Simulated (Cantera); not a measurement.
Low-pressure radical oxidation in H2/O2

An isothermal, constant-pressure homogeneous reactor starts with H2 : O2 = 0.11 : 1 (molar parts), at 998 K and 9.00 Torr.

Model: the H2/O2 subset of GRI-Mech 3.0, which has no nitrogen chemistry, integrated in Cantera. Radical loss at walls, strong at low pressure, is not modelled. The temperature is held fixed by assumption; the heat of reaction is taken as removed at once.

```csv
t (s),x H2,x O2,x HO2,x H2O2,x H,x OH,x H2O
0.000600,0.0991,0.901,4.57e-10,<1e-12,8.68e-10,3.31e-10,1.17e-9
0.00138,0.0991,0.901,1.40e-9,<1e-12,1.82e-8,7.28e-9,3.43e-8
0.00317,0.0991,0.901,3.55e-7,9.13e-11,1.73e-5,6.90e-6,3.35e-5
0.00729,0.00745,0.856,9.44e-6,2.30e-7,0.0306,0.00382,0.0753
0.0167,0.00169,0.877,9.16e-6,1.76e-7,0.00855,0.00200,0.0957
0.0385,0.000411,0.891,6.62e-6,1.81e-7,0.000943,0.000892,0.103
0.0885,7.08e-5,0.895,3.15e-6,1.48e-7,6.41e-5,0.000350,0.104
0.203,1.18e-5,0.896,1.07e-6,9.34e-8,4.66e-6,0.000146,0.104
0.468,2.23e-6,0.896,3.16e-7,4.97e-8,4.45e-7,6.71e-5,0.104
1.07,5.08e-7,0.896,9.58e-8,2.48e-8,5.77e-8,3.40e-5,0.104
2.47,1.40e-7,0.896,3.18e-8,1.22e-8,9.65e-9,1.88e-5,0.104
5.68,4.50e-8,0.896,1.15e-8,5.98e-9,1.93e-9,1.10e-5,0.104
13.1,1.60e-8,0.896,4.47e-9,2.88e-9,4.34e-10,6.66e-6,0.104
30.0,6.06e-9,0.896,1.87e-9,1.36e-9,1.06e-10,4.16e-6,0.104
```
x: mole fraction; the columns are a selection and need not sum to one.

Equilibrium at this temperature and pressure: H2 8.33e-11, O2 0.896, HO2 9.05e-10, H2O2 2.97e-11, H <1e-12, OH 4.92e-7, H2O 0.104 (gas phase only).
